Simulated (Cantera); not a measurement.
Feed: 1 mol N₂O, 0.011 mol SO₂, 0.48 mol H₂, at 1900 K and 1 atm.

These are equilibrium values from Cantera (NASA tables, ideal gas, pure condensed phases), not measurements of a reactor. Candidate condensed phases: H₂O, H₂SO₄, S; 35 gas species. Equilibrium is a limit: real reactors are often held back by kinetics, nucleation or transport.

Base state: N₂ 0.569, H₂O 0.273, O₂ 0.146, SO₂ 0.00626, NO 0.00406, OH 0.00184, O 0.000113, H₂ 9.25e-5 (mole fractions); condensed: gas only.

What changes in the equilibrium state with this change: H₂ from 0.48 to 18 mol?


```csv
species,before,after
H₂,9.25e-5,0.892
H₂O,0.273,0.0538
N₂,0.569,0.0526
O₂,0.146,<1e-9
H₂S,<1e-9,0.000535
NO,0.00406,2.52e-8
SO₂,0.00626,6.26e-8
O,0.000113,2.31e-9
SH,<1e-9,4.05e-5
```
